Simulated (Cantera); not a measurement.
An adiabatic, constant-volume homogeneous reactor starts with CH4 : CO : O2 : N2 = 1 : 0.032 : 1.26 : 15.1 (molar parts), equivalence ratio 1.6, at 1250 K and 3750 Torr.

Detailed kinetics in Cantera: GRI-Mech 3.0 (53 species, 325 reactions).

Task: Predict: time of steepest temperature rise; temperature at 3.00 s; equilibrium temperature; x(CO) at 3.00 s; x(O2) at 3.00 s; x(H2O) at 3.00 s.

Result: 
* **time of steepest temperature rise**: 22.7 ms
* **temperature at 3.00 s**: 2070 K
* **equilibrium temperature**: 2070 K
* **x(CO) at 3.00 s**: 0.0422 (gas-phase equilibrium 0.0422)
* **x(O2) at 3.00 s**: 7.68e-8 (gas-phase equilibrium 7.68e-8)
* **x(H2O) at 3.00 s**: 0.0691 (gas-phase equilibrium 0.0691)
